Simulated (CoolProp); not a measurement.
A Linde-Hampson liquefier for methane: isothermal reversible compression at 230 K from 1 atm to 15 MPa, throttling to 1 atm, return gas leaving the recuperator 5 K below the feed. Each further row changes one setting.

Computed with CoolProp (reference Helmholtz-energy equation of state, Setzmann 1991).

| case | liquid yield per pass | compression work (kJ/kg of gas) |
|---|---|---|
| as stated | 0.360 | 520 |
| high pressure 30 MPa | 0.403 | 577 |
| warm-end temperature 260 K | ? | ? |
| warm-end gap 10 K | ? | 520 |

**Question.** Fill in the missing entries.

**Answer.** 
- warm-end temperature 260 K, liquid yield per pass: 0.240
- warm-end temperature 260 K, compression work (kJ/kg of gas): 620
- warm-end gap 10 K, liquid yield per pass: 0.351
